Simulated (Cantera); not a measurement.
## Carbon deposition, reforming and gasification: n-butane + H2 + N2 + O2

A closed system holds: 1 mol n-butane, 14 mol H2, 0.89 mol N2, 0.18 mol O2, held at 20000 Pa.

These are equilibrium values from Cantera (NASA tables, ideal gas, pure condensed phases), not measurements of a reactor. Candidate condensed phases: C, C6H6, C7H8, C8H18, H2O; 136 gas species. Kinetics and transport are ignored.

From 973 K to 2273 K the condensed part is C(graphite). The main C-bearing gas is CH4 at 973 K and CO at 2273 K.

```json
[
 {"T (K)": "973", "x H2": "0.915", "x N2": "0.0450", "x CH4": "0.0215", "x H": "2.31e-9", "x CO": "0.0162", "x HCN": "6.75e-7", "x C2H2 (acetylene)": "4.93e-10", "n C(graphite)": "3.25"},
 {"T (K)": "1073", "x H2": "0.930", "x N2": "0.0443", "x CH4": "0.00794", "x H": "3.02e-8", "x CO": "0.0175", "x HCN": "3.13e-6", "x C2H2 (acetylene)": "6.68e-9", "n C(graphite)": "3.49"},
 {"T (K)": "1173", "x H2": "0.935", "x N2": "0.0441", "x CH4": "0.00340", "x H": "2.55e-7", "x CO": "0.0177", "x HCN": "1.11e-5", "x C2H2 (acetylene)": "5.72e-8", "n C(graphite)": "3.57"},
 {"T (K)": "1273", "x H2": "0.936", "x N2": "0.0440", "x CH4": "0.00165", "x H": "1.54e-6", "x CO": "0.0178", "x HCN": "3.24e-5", "x C2H2 (acetylene)": "3.48e-7", "n C(graphite)": "3.61"},
 {"T (K)": "1373", "x H2": "0.937", "x N2": "0.0439", "x CH4": "0.000885", "x H": "7.21e-6", "x CO": "0.0178", "x HCN": "8.06e-5", "x C2H2 (acetylene)": "1.62e-6", "n C(graphite)": "3.62"},
 {"T (K)": "1473", "x H2": "0.938", "x N2": "0.0439", "x CH4": "0.000516", "x H": "2.74e-5", "x CO": "0.0178", "x HCN": "0.000177", "x C2H2 (acetylene)": "6.10e-6", "n C(graphite)": "3.63"},
 {"T (K)": "1573", "x H2": "0.938", "x N2": "0.0438", "x CH4": "0.000323", "x H": "8.80e-5", "x CO": "0.0178", "x HCN": "0.000350", "x C2H2 (acetylene)": "1.94e-5", "n C(graphite)": "3.63"},
 {"T (K)": "1673", "x H2": "0.937", "x N2": "0.0436", "x CH4": "0.000213", "x H": "0.000247", "x CO": "0.0178", "x HCN": "0.000637", "x C2H2 (acetylene)": "5.34e-5", "n C(graphite)": "3.62"},
 {"T (K)": "1773", "x H2": "0.937", "x N2": "0.0434", "x CH4": "0.000148", "x H": "0.000616", "x CO": "0.0178", "x HCN": "0.00108", "x C2H2 (acetylene)": "0.000131", "n C(graphite)": "3.61"},
 {"T (K)": "1873", "x H2": "0.936", "x N2": "0.0430", "x CH4": "0.000107", "x H": "0.00140", "x CO": "0.0178", "x HCN": "0.00173", "x C2H2 (acetylene)": "0.000292", "n C(graphite)": "3.59"},
 {"T (K)": "1973", "x H2": "0.933", "x N2": "0.0425", "x CH4": "7.95e-5", "x H": "0.00291", "x CO": "0.0178", "x HCN": "0.00264", "x C2H2 (acetylene)": "0.000598", "n C(graphite)": "3.56"},
 {"T (K)": "2073", "x H2": "0.930", "x N2": "0.0418", "x CH4": "6.09e-5", "x H": "0.00567", "x CO": "0.0177", "x HCN": "0.00383", "x C2H2 (acetylene)": "0.00114", "n C(graphite)": "3.51"},
 {"T (K)": "2173", "x H2": "0.923", "x N2": "0.0408", "x CH4": "4.75e-5", "x H": "0.0104", "x CO": "0.0177", "x HCN": "0.00535", "x C2H2 (acetylene)": "0.00204", "n C(graphite)": "3.44"},
 {"T (K)": "2273", "x H2": "0.913", "x N2": "0.0396", "x CH4": "3.77e-5", "x H": "0.0180", "x CO": "0.0176", "x HCN": "0.00721", "x C2H2 (acetylene)": "0.00344", "n C(graphite)": "3.34"}
]
```
x: gas mole fraction; n: condensed amount in mol.
